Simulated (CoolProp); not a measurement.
Vapour-liquid equilibrium of R22 (1) + n-hexane (2) at 19.45 °C; x and y are mole fractions of (1).

Values from CoolProp's multi-fluid Helmholtz-energy mixture model, Kamei 1995 and Thol 2019; pair parameters Bell 2016.

### Question
Give the bubble pressure and the first vapour's composition at x = 0.15, 0.55, 0.85. Is there an azeotrope?

### Answer
x = 0.15: 0.2021 MPa, y = 0.927; x = 0.55: 0.5556 MPa, y = 0.980; x = 0.85: 0.7613 MPa, y = 0.992. No azeotrope shows between x = 0.05 and 0.95.

Pair parameters are fitted to limited data, so mixtures are less certain than the pure fluids. The gap from Raoult's law changes sign with composition, which may be real or a fault of the pair parameters; it wasn't checked against measurements.
